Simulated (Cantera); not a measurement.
# Pyrogenic steam for wet oxidation

An isothermal, constant-pressure homogeneous reactor starts with H2 : O2 : N2 : H2O = 1.6 : 1 : 1.1 : 0.048 (molar parts), at 1375 K and 0.128 atm.

Computed with Cantera and the H2/O2 subset of GRI-Mech 3.0, which has no nitrogen chemistry. The temperature is held fixed by assumption; the heat of reaction is taken as removed at once.

```
t (s)         x H2    x O2   x H2O      x H    x HO2    x H2O2
--------  --------  ------  ------  -------  -------  --------
7.00e-6      0.427   0.267  0.0128  1.86e-7  1.28e-7  5.73e-10
2.93e-5      0.427   0.267  0.0128  1.11e-5  6.21e-7   9.89e-9
0.000122    0.0652   0.107   0.284    0.183  1.85e-5   1.86e-6
0.000512    0.0404  0.0864   0.443   0.0569  2.03e-5   2.77e-6
0.00214    0.00607  0.0693   0.546  0.00232  1.41e-5   1.66e-6
0.00895   0.000325  0.0677   0.558  2.74e-5  2.38e-6   3.09e-7
0.0374     2.69e-5  0.0678   0.559  6.94e-7  2.52e-7   4.99e-8
0.156      4.48e-6  0.0678   0.559  4.91e-8  6.04e-8   1.09e-8
0.654      1.91e-6  0.0678   0.559  1.38e-8  4.49e-8   5.14e-9
2.74       1.83e-6  0.0678   0.559  1.30e-8  4.46e-8   4.96e-9
11.4       1.83e-6  0.0678   0.559  1.30e-8  4.46e-8   4.96e-9
47.8       1.83e-6  0.0678   0.559  1.30e-8  4.46e-8   4.96e-9
200        1.83e-6  0.0678   0.559  1.30e-8  4.46e-8   4.96e-9
```
x: mole fraction; the columns are a selection and need not sum to one.

Equilibrium at this temperature and pressure: H2 1.83e-6, O2 0.0678, H2O 0.559, H 1.30e-8, HO2 4.46e-8, H2O2 4.96e-9 (gas phase only).
